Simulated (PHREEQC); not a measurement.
A solution holds 0.26 mol NaHCO3 and 0.00016 mol KOH per kg of water, at 56 °C. Closed to the air; pH follows from the charge balance.

The numbers come from PHREEQC with the ion-association model, phreeqc.dat.

| quantity | before | after |
|---|---|---|
| pH | 7.54 | 8.00 |
| HCO3- (mol/kgw) | 0.229 | 0.0248 |
| NaHCO3 (mol/kgw) | 0.0131 | 0.000220 |
| CO2 (mol/kgw) | 0.00877 | 0.000413 |

**Question.** What was changed between the two runs?
A) KOH from 0.00016 to 0.0008 mol/kgw
B) temperature from 56 to 65 °C
C) diluted 5-fold with water
D) NaHCO3 from 0.26 to 0.026 mol/kgw
E) temperature from 56 to 40 °C

**Answer.** D, NaHCO3 from 0.26 to 0.026 mol/kgw

No solid was allowed to form. At this temperature some constants are extrapolated from 25 °C, and those without enthalpy data are left unchanged.
